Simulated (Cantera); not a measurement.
A closed system holds: 1 mol FeS, 0.22 mol H₂S, 9.7 mol N₂, held at 1298.15 K and 200000 Pa.

These are equilibrium values from Cantera (NASA tables, ideal gas, pure condensed phases), not measurements of a reactor. Candidate condensed phases: Fe, FeS, FeS₂, S; 16 gas species. FeS: taken at fixed stoichiometry. Gases not in the tables: S₃ to S₇. Rates play no part.

Base state: N₂ 0.973, H₂S 0.0117, H₂ 0.0103, S₂ 0.00514, SH 4.67e-5 (mole fractions); condensed: FeS(s).

What changes in the equilibrium state with this change: temperature from 1298.15 K to 948.15 K?


```json
[
 {"species": "N₂", "before": "0.973", "after": "0.977"},
 {"species": "H₂S", "before": "0.0117", "after": "0.0203"},
 {"species": "H₂", "before": "0.0103", "after": "0.00190"},
 {"species": "S₂", "before": "0.00514", "after": "0.000948"},
 {"species": "SH", "before": "4.67e-5", "after": "6.73e-7"},
 {"species": "FeS(s), mol", "before": "1.00", "after": "1.00"}
]
```

What changes in the equilibrium state with this change: pressure from 200000 Pa to 1000 Pa?


```
species       before    after
-----------  -------  -------
N₂             0.973    0.968
H₂            0.0103   0.0197
S₂           0.00514  0.00983
H₂S           0.0117  0.00220
SH           4.67e-5  8.93e-5
FeS(s), mol     1.00     1.00
```
